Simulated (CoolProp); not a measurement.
Model: reference Helmholtz-energy equation of state, Aleksandrov 2011, in CoolProp. It is a short technical equation, of lower accuracy than the large ones.

**Question.** For n-undecane, give the phase and the density (kg/m³), expansivity (1/kK) at 620 K and 1.36 MPa; 620 K and 3.62 MPa.

**Answer.** 
- 620 K and 1.36 MPa: gas; density 68.9, expansivity 10.0
- 620 K and 3.62 MPa: liquid; density 442, expansivity 3.69
